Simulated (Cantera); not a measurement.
Cantera with NASA thermochemical tables; ideal gases at 1 bar, condensed phases pure. Values are per mole of reaction as written; species without (g) are pure solids or liquids, kept so even where they would boil at 1 bar.

B + 3 F(g) → BF3(g)

| T (K) | ΔH° (kJ) | ΔS° (J/K) | ΔG° (kJ) | log10 K | condensed phases |
|---|---|---|---|---|---|
| 2298 | … | … | … | … | B(s) |
| 2448 | … | … | … | … | B(l) |
| 2598 | … | … | … | … | B(l) |
| 2748 | … | … | … | … | B(l) |
| 2898 | -1459.5 | -286.7 | -628.7 | 11.33 | B(l) |

What belongs in the gaps?


- 2298, ΔH° (kJ): -1402.0
- 2298, ΔS° (J/K): -262.5
- 2298, ΔG° (kJ): -798.8
- 2298, log10 K: 18.16
- 2448, ΔH° (kJ): -1454.0
- 2448, ΔS° (J/K): -284.6
- 2448, ΔG° (kJ): -757.3
- 2448, log10 K: 16.16
- 2598, ΔH° (kJ): -1455.9
- 2598, ΔS° (J/K): -285.3
- 2598, ΔG° (kJ): -714.6
- 2598, log10 K: 14.37
- 2748, ΔH° (kJ): -1457.7
- 2748, ΔS° (J/K): -286.0
- 2748, ΔG° (kJ): -671.7
- 2748, log10 K: 12.77
